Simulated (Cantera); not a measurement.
Input (Python, Cantera) and output of one run.

```python
import numpy as np
import cantera as ct

gas_names = [...]  # 136 gases of nasa_gas.yaml made of C, H, N, O
cond_names = """
    C(gr) C6H6(L) C7H8(L) C8H18(L),n-octa H2O(s) H2O(L)
""".split()


# ... load() reads the species with a 1 bar reference pressure and builds the phases ...
atoms = {
    'C2H6': {'C': 2, 'H': 6},
    'H2O': {'H': 2, 'O': 1},
    'N2': {'N': 2},
    'NH3': {'N': 1, 'H': 3},
}
top_T = {'C(gr)': 4500}  # K; cautious upper limits of use, not melting points


# ... equilibrate(T, P, feed) seeds the gas with the atoms and calls Mixture.equilibrate('TP', solver="vcs", rtol=1e-11, max_steps=5000) ...
results = []
feed = {'C2H6': 1, 'H2O': 0.11, 'N2': 25, 'NH3': 2.4}  # mol
P = 70  # Pa
for T in [1398, 1548, 1698, 1848, 1998, 2148, 2298, 2448, 2598, 2748, 2898]:
    mix = equilibrate(T, P, feed)
    results.append((T, P, feed, dict(zip(mix.species_names, mix.species_moles))))

top = {s: max(r[3][s] / sum(r[3][g] for g in gas_names) for r in results) for s in gas_names}
cols = sorted((s for s in top if top[s] > 0.0001), key=lambda s: -top[s])[:7]
seen = [c for c in cond_names if any(r[3].get(c, 0) > 1e-12 for r in results)]
print("log10 of partial pressures in bar; condensed amounts in mol")
print(f"{'T/K':>10s}" + "".join(f"{s[:9]:>10s}" for s in cols + seen))
for T, P, feed, n in results:
    ng = sum(n[g] for g in gas_names)
    print(f"{T:10.4g}" + "".join(f"{np.log10(max(n[s] / ng * P / 1e5, 1e-99)):10.3f}" for s in cols)
          + "".join(f"{n.get(c, 0):10.4g}" for c in seen))
```

It prints:

```
log10 of partial pressures in bar; condensed amounts in mol
       T/K        N2         H        H2        CN       HCN         C        C3     C(gr)
      1398    -3.255    -7.249    -3.847   -12.779    -6.863   -18.590   -19.847     1.883
      1548    -3.256    -6.436    -3.848   -11.197    -6.385   -15.988   -16.843      1.87
      1698    -3.256    -5.766    -3.852    -9.897    -5.995   -13.848   -14.378      1.84
      1848    -3.258    -5.207    -3.862    -8.811    -5.673   -12.057   -12.321     1.782
      1998    -3.263    -4.739    -3.889    -7.891    -5.411   -10.535   -10.579     1.684
      2148    -3.272    -4.355    -3.950    -7.104    -5.207    -9.228    -9.086      1.54
      2298    -3.288    -4.056    -4.074    -6.424    -5.070    -8.092    -7.793     1.361
      2448    -3.308    -3.848    -4.294    -5.833    -5.009    -7.096    -6.663     1.142
      2598    -3.328    -3.732    -4.625    -5.311    -5.024    -6.216    -5.667    0.5434
      2748    -3.343    -3.676    -5.016    -5.035    -5.275    -5.623    -5.354         0
      2898    -3.350    -3.653    -5.421    -4.922    -5.660    -5.228    -5.485         0
```

Cantera equilibrium calculation (NASA polynomials, part measured and part estimated; ideal gas, pure solids and liquids).
